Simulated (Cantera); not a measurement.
An adiabatic, constant-volume homogeneous reactor starts with CH4 : CO : O2 : N2 = 1 : 0.57 : 3.94 : 14.8 (molar parts), equivalence ratio 0.58, at 1525 K and 9.87 atm. Integrator tolerance rtol = 1e-08.

Computed with Cantera and GRI-Mech 3.0 (53 species, 325 reactions).

```tsv
quantity	before	after
time of steepest temperature rise	0.118 ms	0.950 ms
temperature at 3.00 s	2802 K	2691 K
equilibrium temperature	2802 K	2691 K
x(CH4) at 3.00 s	<1e-12 (gas-phase equilibrium <1e-12)	<1e-12 (gas-phase equilibrium <1e-12)
x(CO) at 3.00 s	0.00915 (gas-phase equilibrium 0.00915)	0.00563 (gas-phase equilibrium 0.00563)
x(O2) at 3.00 s	0.0723 (gas-phase equilibrium 0.0723)	0.0733 (gas-phase equilibrium 0.0733)
x(N2O) at 3.00 s	4.76e-6 (gas-phase equilibrium 4.76e-6)	4.29e-6 (gas-phase equilibrium 4.29e-6)
x(NO) at 3.00 s	0.0208 (gas-phase equilibrium 0.0208)	0.0179 (gas-phase equilibrium 0.0179)
```

**Question.** Name the change that produced these shifts.
A) constant pressure in place of constant volume
B) initial temperature 1525 to 1325 K
C) initial temperature 1525 to 1775 K
D) CH4 1 to 2.1 parts

**Answer.** B, initial temperature 1525 to 1325 K
